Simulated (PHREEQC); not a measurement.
Consider water at 25 °C and 10 atm with 0.14 mol (CH3)4NF per kg of water. Closed to the air; pH follows from the charge balance.

Computed with PHREEQC (ion-association model, phreeqc.dat).

This is a speciation only: nothing precipitates in the calculation.

Q: Predict the pH.

A: pH 8.11.

Species that the database lacks are ignored. (CH3)4N+ isn't in the database: it is added as a free cation with an ion size of 4 Å.
